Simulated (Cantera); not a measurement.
A freely propagating, adiabatic, planar premixed flame of 54.1 % H₂, 9.68 % O₂, 36.3 % N₂, unburnt at 675 K and 143 Torr; mixture-averaged transport, grid criteria slope 0.08 and curve 0.16, no radiation.

Detailed kinetics in Cantera: the H2/O2 subset of GRI-Mech 3.0, which has no nitrogen chemistry. Burning velocities carry a grid error of a few per cent, more on coarse grids.

Q: Predict: laminar burning velocity; thermal thickness; peak x(OH); peak x(O); peak x(H₂O₂); peak x(HO₂).

A: 
```json
{
  "laminar_burning_velocity": "847 cm/s",
  "thermal_thickness": "4.37 mm",
  "peak x(OH)": "0.00222",
  "peak x(O)": "0.00289",
  "peak x(H₂O₂)": "2.69e-7",
  "peak x(HO₂)": "3.80e-5"
}
```
